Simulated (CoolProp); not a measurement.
Vapour-liquid equilibrium of R125 (1) + propylene (2) at 312.3 K; x and y are mole fractions of (1).

The numbers come from the multi-fluid Helmholtz-energy mixture model, Lemmon 2005 and Lemmon 2013; pair parameters Bell 2016 in CoolProp.

Give the bubble pressure and the first vapour's composition at x = 0.45, 0.65, 0.75. Is there an azeotrope?

x = 0.45: 2.185 MPa, y = 0.490; x = 0.65: 2.218 MPa, y = 0.642; x = 0.75: 2.192 MPa, y = 0.725. y crosses x between x = 0.55 and 0.65: the model has an azeotrope there.

Pair parameters are fitted to limited data, so mixtures are less certain than the pure fluids.
